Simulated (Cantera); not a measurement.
A freely propagating, adiabatic, planar premixed flame of CH₄ : O₂ : N₂ = 1 : 1.33 : 5.01 (molar parts), equivalence ratio 1.5, unburnt at 425 K and 101000 Pa; multicomponent transport, grid criteria slope 0.08 and curve 0.16, no radiation.

Cantera simulation using GRI-Mech 3.0 (53 species, 325 reactions); the numbers are that mechanism's predictions, not measurements. Burning velocities carry a grid error of a few per cent, more on coarse grids.

x: mole fraction of selected species; z is measured from the peak of heat release.

```csv
z (mm),T (K),u (m/s),x CH₄,x O₂,x CO₂,x N₂O,x NO,x H
-3.06,426,0.212,0.136,0.180,9.95e-7,<1e-8,<1e-8,<1e-8
-2.04,432,0.216,0.134,0.179,9.88e-6,<1e-8,<1e-8,<1e-8
-1.53,455,0.229,0.132,0.176,6.68e-5,<1e-8,1.03e-8,<1e-8
-1.02,581,0.297,0.122,0.165,0.000673,<1e-8,1.12e-7,<1e-8
-0.511,1037,0.543,0.0843,0.121,0.00549,<1e-8,1.43e-6,7.44e-6
-0.255,1406,0.748,0.0497,0.0769,0.0120,1.11e-8,3.11e-6,0.000101
0,(withheld),0.940,(withheld),(withheld),(withheld),(withheld),(withheld),(withheld)
0.255,1907,1.03,0.00495,0.00804,0.0288,<1e-8,8.94e-6,0.00145
0.511,1957,1.06,(withheld),(withheld),(withheld),<1e-8,(withheld),0.00137
1.02,1982,1.07,0.00130,0.000273,0.0362,<1e-8,1.52e-5,0.000887
2.04,1990,1.07,0.000952,1.93e-5,0.0381,<1e-8,1.79e-5,0.000528
4.09,1990,1.08,0.000712,6.06e-7,0.0387,<1e-8,2.12e-5,0.000414
8.17,1988,1.08,0.000450,2.50e-7,0.0386,<1e-8,2.76e-5,0.000398
```

Problem. Some entries are withheld; supply them.

Solution. 
- 0, T (K): 1747
- 0, x CH₄: 0.0172
- 0, x O₂: 0.0305
- 0, x CO₂: 0.0213
- 0, x N₂O: 1.48e-8
- 0, x NO: 5.54e-6
- 0, x H: 0.000765
- 0.511, x CH₄: 0.00232
- 0.511, x O₂: 0.00217
- 0.511, x CO₂: 0.0328
- 0.511, x NO: 1.19e-5
